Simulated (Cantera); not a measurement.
A perfectly stirred reactor is fed with C3H8 : O2 : N2 = 1 : 3.33 : 10.3 (molar parts), at 1.01 bar; it is adiabatic with a 525 K inlet, and is followed from long to short residence time, starting on the burning branch (τ in s: 0.11, 0.041, 0.015, 0.0057, 0.0021, 0.00078, 0.00029, 0.00011, 4e-05).

Detailed kinetics in Cantera: GRI-Mech 3.0 (53 species, 325 reactions). GRI-Mech 3.0 was tuned for natural gas; its chemistry of propane as a main component is partial and can be far from experiment.

Task: What does this change do: pressure from 1.01 bar to 3.50 bar?

Result: 
| quantity | before | after |
|---|---|---|
| blow-out, bracketed by the residence times tried | burning at 0.110 ms, out at 40.0 µs | burning at 40.0 µs, the shortest tried |
| x(C3H8) at τ = 0.110 s | 1.66e-7 | 8.57e-8 |
| x(O2) at τ = 0.110 s | 6.74e-5 | 2.52e-5 |
| x(CO) at τ = 0.110 s | 0.122 | 0.123 |
| x(NO) at τ = 0.110 s | 0.000305 | 0.000160 |
| x(C2H) at τ = 0.110 s | 4.36e-8 | 2.54e-8 |
| x(C3H8) at τ = 2.10 ms | 5.28e-6 | 3.00e-6 |
| x(O2) at τ = 2.10 ms | 0.000846 | 0.000455 |
| x(CO) at τ = 2.10 ms | 0.121 | 0.122 |
| x(NO) at τ = 2.10 ms | 0.000422 | 0.000368 |
| x(C2H) at τ = 2.10 ms | 8.67e-7 | 6.63e-7 |

Task: What does this change do: pressure from 1.01 bar to 5.00 bar?

Result: 
```
quantity                                                                       before                                   after
------------------------------------------------  -----------------------------------  --------------------------------------
blow-out, bracketed by the residence times tried  burning at 0.110 ms, out at 40.0 µs  burning at 40.0 µs, the shortest tried
x(C3H8) at τ = 0.110 s                                                        1.66e-7                                 7.05e-8
x(O2) at τ = 0.110 s                                                          6.74e-5                                 1.97e-5
x(CO) at τ = 0.110 s                                                            0.122                                   0.123
x(NO) at τ = 0.110 s                                                         0.000305                                0.000128
x(C2H) at τ = 0.110 s                                                         4.36e-8                                 2.09e-8
x(C3H8) at τ = 2.10 ms                                                        5.28e-6                                 2.69e-6
x(O2) at τ = 2.10 ms                                                         0.000846                                0.000414
x(CO) at τ = 2.10 ms                                                            0.121                                   0.121
x(NO) at τ = 2.10 ms                                                         0.000422                                0.000328
x(C2H) at τ = 2.10 ms                                                         8.67e-7                                 6.36e-7
```
